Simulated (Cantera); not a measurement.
Feed: 1 mol PbO, 2.1 mol CH₄, 6 mol H₂, at 3900 Pa.

Equilibrium computed with Cantera from the NASA thermochemical tables; the gas is ideal and each condensed phase is pure. Candidate condensed phases: C, C₆H₆, C₇H₈, C₈H₁₈, H₂O, Pb, PbO, PbO₂, Pb₃O₄; 113 gas species. Rates play no part.

log p: log10 of the partial pressure in bar; n: condensed amount in mol.

```tsv
T (K)	log p H₂	log p CO	log p Pb	log p CH₄	log p H₂O	log p CO₂	n C(graphite)	n Pb(l)
1025	-1.45	-2.46	-4.56	-4.04	-4.49	(withheld)	1.08	0.992
1050	-1.45	-2.46	-4.33	-4.14	-4.65	(withheld)	1.09	0.987
1075	-1.45	-2.46	-4.12	-4.25	-4.81	(withheld)	1.09	0.978
1100	-1.45	-2.46	-3.92	-4.35	-4.96	(withheld)	1.09	0.965
1125	-1.45	-2.46	-3.72	-4.44	-5.10	(withheld)	1.09	0.945
1150	-1.45	-2.46	-3.54	-4.54	-5.24	(withheld)	1.09	0.916
1175	-1.45	-2.46	-3.36	-4.63	-5.38	(withheld)	1.09	0.874
1200	-1.46	-2.47	-3.19	-4.72	-5.51	(withheld)	1.10	0.812
1225	-1.46	-2.47	-3.03	-4.80	-5.64	(withheld)	1.10	0.725
1250	-1.46	-2.47	-2.87	-4.89	-5.76	(withheld)	1.10	0.602
1275	-1.47	-2.48	-2.72	-4.98	-5.88	(withheld)	1.10	0.431
```

What belongs in the gaps?


- 1025, log p CO₂: -5.39
- 1050, log p CO₂: -5.59
- 1075, log p CO₂: -5.79
- 1100, log p CO₂: -5.98
- 1125, log p CO₂: -6.15
- 1150, log p CO₂: -6.33
- 1175, log p CO₂: -6.49
- 1200, log p CO₂: -6.65
- 1225, log p CO₂: -6.81
- 1250, log p CO₂: -6.96
- 1275, log p CO₂: -7.11
